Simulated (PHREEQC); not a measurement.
A solution holds 0.087 mol/kgw CuCl2, 0.24 mol/kgw HNO3 and 0.11 mol/kgw FeCl3, at 25 °C. Closed to the air; pH follows from the charge balance.

All values are PHREEQC results (ion-association model, wateq4f.dat), not measurements.

The ionic strength comes out as 0.834 mol/kgw. What activity coefficients do CuCl3-, Fe+3, CuCl+, H+, FeCl2+ get?

CuCl3- 0.61, Fe+3 0.074, CuCl+ 0.61, H+ 0.75, FeCl2+ 0.77.

Precipitation was switched off in this run. Examples of supersaturated solids here: Hematite (slow to form), Goethite (slow to form). Others may be too. The ionic strength is past about 0.7 mol/kgw, beyond the range of this activity model, so the values are rough. Complexes and solids missing from the database can't appear.
